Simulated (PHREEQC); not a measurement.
HCl is added in steps, without added water, to 1 kg of water holding 0.0039 mol/kgw BaCl2, 0.0059 mol/kgw NaF and 0.049 mol/kgw KCl, at 20 °C. Oxygen alone is held at its pressure in air (log pO2 = -0.68). The system is closed to CO2. The run lets BaF2, Halite precipitate or redissolve, and no other solid.

Base run: PHREEQC, ion-association model, wateq4f.dat. Each further column changes one thing. The table gives F- (mol/kgw).

```csv
HCl added (mol),base,Debye-Hückel limiting law,all activity coefficients set to 1,metal-ligand complexes left out,Davies equation for every ion
0,0.00589,0.00589,0.00588,0.00590,0.00589
0.0015,0.00465,0.00470,0.00457,0.00466,0.00466
0.00375,0.00308,0.00320,0.00286,0.00309,0.00310
0.00525,0.00229,0.00244,0.00199,0.00230,0.00232
0.0075,0.00151,0.00167,0.00118,0.00151,0.00153
0.009,0.00118,0.00134,0.000882,0.00118,0.00120
0.0105,0.000957,0.00110,0.000690,0.000958,0.000978
0.01275,0.000737,0.000864,0.000514,0.000737,0.000754
0.01425,0.000637,0.000753,0.000437,0.000637,0.000652
0.0165,0.000527,0.000631,0.000356,0.000528,0.000541
0.018,0.000473,0.000570,0.000316,0.000473,0.000486
```
